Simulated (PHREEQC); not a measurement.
Make-up at 25 °C: 33 mmol/kgw HF and 6 mmol/kgw NaF. Closed to the air; pH follows from the charge balance.

All values are PHREEQC results (ion-association model, phreeqc.dat), not measurements.

```
quantity                    before    after
------------------------  --------  -------
pH                            2.57     6.28
ionic strength (mol/kgw)   0.00891   0.0389
HF (mol/kgw)                0.0292  2.49e-5
F- (mol/kgw)               0.00801   0.0389
HF2- (mol/kgw)            0.000897  3.72e-6
```

Question: What was changed between the two runs?
(A) HF replaced by NH4F at the same molality
(B) NaF from 0.006 to 0.003 mol/kgw
(C) diluted 2-fold with water
(D) NaF from 0.006 to 0.06 mol/kgw
(E) HF left out

Answer: A, HF replaced by NH4F at the same molality

This is a speciation only: nothing precipitates in the calculation.
